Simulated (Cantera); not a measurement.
Feed: 1 mol (CH₃)₂SiCl₂, 0.043 mol C₃H₈, 1900 mol H₂, held at 1.33 mbar.

Method: chemical equilibrium by Gibbs-energy minimisation in Cantera with the NASA 1993 tables (ideal gas, pure condensed phases). Candidate condensed phases: C, C₆H₆, C₇H₈, C₈H₁₈, Si, SiC; 109 gas species. The feed counts by its element totals alone. Kinetics and transport are ignored.

### Question
At 1298 K, list the 4 most abundant gas species with their mole fractions, and the condensed phases.

### Answer
H₂ 0.999, HCl 0.00105, H 2.93e-5, CH₄ 1.06e-5. Condensed: C(graphite) + SiC(s).
